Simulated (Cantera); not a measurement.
Input (Python, Cantera):

```python
import numpy as np
import cantera as ct

gas = ct.Solution("gri30.yaml")
gas.TPX = 2050, 101325, {'NO': 1, 'N2': 16, 'H2O': 0.07}
inlet = ct.Reservoir(gas, clone=True)

reactor = ct.IdealGasConstPressureReactor(gas, energy="off", clone=False)
exhaust = ct.Reservoir(gas, clone=True)
tau = [28, 5.1, 0.94, 0.17, 0.031, 0.0058, 0.0011][0]
for a, b in ((inlet, reactor), (reactor, exhaust)):
    ct.MassFlowController(a, b, mdot=lambda t: reactor.mass / tau)
net = ct.ReactorNet([reactor])
show = ['NO', 'N2O', 'O', 'O2', 'N2', 'NO2']

rows = []
print(f"{'tau/s':>10s}{'T/K':>9s}" + "".join(f"{s:>11s}" for s in show))
for tau in [28, 5.1, 0.94, 0.17, 0.031, 0.0058, 0.0011]:
    net.initial_time = 0.0
    net.advance(30 * tau)
    before = gas.X
    net.advance(40 * tau)
    drift = np.max(np.abs(gas.X - before) / (gas.X + 1e-9))
    rows.append([gas.T, *gas[show].X, drift])
    print(f"{tau:10.3e}{gas.T:9.1f}" + "".join(f"{x:11.3e}" for x in gas[show].X))
```

Result:

```
     tau/s      T/K         NO        N2O          O         O2         N2        NO2
 2.800e+01   2050.0  6.308e-03  2.267e-07  1.568e-04  2.598e-02  9.633e-01  3.545e-06
 5.100e+00   2050.0  1.575e-02  3.024e-07  1.422e-04  2.126e-02  9.586e-01  8.017e-06
 9.400e-01   2050.0  3.825e-02  7.953e-07  9.864e-05  1.005e-02  9.474e-01  1.344e-05
 1.700e-01   2050.0  5.417e-02  1.385e-06  4.664e-05  2.150e-03  9.394e-01  8.898e-06
 3.100e-02   2050.0  5.776e-02  1.507e-06  2.087e-05  4.084e-04  9.376e-01  4.248e-06
 5.800e-03   2050.0  5.844e-02  1.496e-06  1.003e-05  9.935e-05  9.373e-01  2.451e-06
 1.100e-03   2050.0  5.856e-02  1.316e-06  3.794e-06  1.006e-05  9.373e-01  1.564e-06
```

Model: GRI-Mech 3.0 (53 species, 325 reactions), integrated in Cantera.
